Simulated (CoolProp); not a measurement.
Vapour-liquid equilibrium of propylene (1) + cyclohexane (2) at 330.4 K; x and y are mole fractions of (1).

Computed with CoolProp (multi-fluid Helmholtz-energy mixture model, Lemmon 2013 and Zhou 2014; pair parameters Bell 2016).

```json
[
 {"x": "0.05", "bubble pressure (bar)": "1.701", "y at the bubble point": "0.724", "dew pressure at overall composition x (bar)": "0.4967", "liquid density (mol/L)": "___"},
 {"x": "0.15", "bubble pressure (bar)": "4.064", "y at the bubble point": "0.887", "dew pressure at overall composition x (bar)": "0.5553", "liquid density (mol/L)": "9.231"},
 {"x": "0.25", "bubble pressure (bar)": "6.322", "y at the bubble point": "0.930", "dew pressure at overall composition x (bar)": "0.6294", "liquid density (mol/L)": "9.505"},
 {"x": "0.35", "bubble pressure (bar)": "8.501", "y at the bubble point": "0.950", "dew pressure at overall composition x (bar)": "0.7261", "liquid density (mol/L)": "9.780"},
 {"x": "0.45", "bubble pressure (bar)": "10.63", "y at the bubble point": "0.962", "dew pressure at overall composition x (bar)": "0.8577", "liquid density (mol/L)": "10.05"},
 {"x": "0.55", "bubble pressure (bar)": "12.74", "y at the bubble point": "___", "dew pressure at overall composition x (bar)": "1.047", "liquid density (mol/L)": "10.31"},
 {"x": "0.65", "bubble pressure (bar)": "14.86", "y at the bubble point": "0.977", "dew pressure at overall composition x (bar)": "1.344", "liquid density (mol/L)": "___"},
 {"x": "0.75", "bubble pressure (bar)": "17.07", "y at the bubble point": "___", "dew pressure at overall composition x (bar)": "1.874", "liquid density (mol/L)": "10.71"},
 {"x": "0.85", "bubble pressure (bar)": "19.45", "y at the bubble point": "0.989", "dew pressure at overall composition x (bar)": "3.088", "liquid density (mol/L)": "10.79"},
 {"x": "0.95", "bubble pressure (bar)": "22.22", "y at the bubble point": "0.996", "dew pressure at overall composition x (bar)": "8.524", "liquid density (mol/L)": "10.68"}
]
```

Complete the blanks.


- 0.05, liquid density (mol/L): 8.960
- 0.55, y at the bubble point: 0.971
- 0.65, liquid density (mol/L): 10.54
- 0.75, y at the bubble point: 0.983

No azeotrope shows between x = 0.05 and 0.95.

The pair parameters rest on a limited set of measurements; away from them the model extrapolates. The gap from Raoult's law changes sign with composition, which may be real or a fault of the pair parameters; it wasn't checked against measurements.
